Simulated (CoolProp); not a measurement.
Saturation properties of tetrahydrofuran.

The numbers come from the reference Helmholtz-energy equation of state, Fiedler 2023 in CoolProp.

| T (°C) | p (MPa) | liquid density (kg/m³) | vapour density (kg/m³) |
|---|---|---|---|
| 145.75 | 0.7748 | 734.6 | 18.33 |
| 153.45 | 0.9019 | 723.6 | 21.31 |
| 161.25 | 1.046 | 712.0 | 24.72 |
| 168.95 | 1.204 | 700.2 | 28.54 |
| 176.75 | 1.382 | 687.8 | 32.92 |
| 184.45 | 1.576 | 675.1 | 37.83 |
| 192.15 | 1.790 | 661.7 | 43.42 |
| 199.95 | 2.028 | 647.3 | 49.90 |
| 207.65 | 2.285 | 632.3 | 57.27 |
| 215.45 | 2.571 | 615.9 | 65.95 |
| 223.15 | 2.879 | 598.2 | 76.07 |

It boils at 65.9 °C under 1 atm.
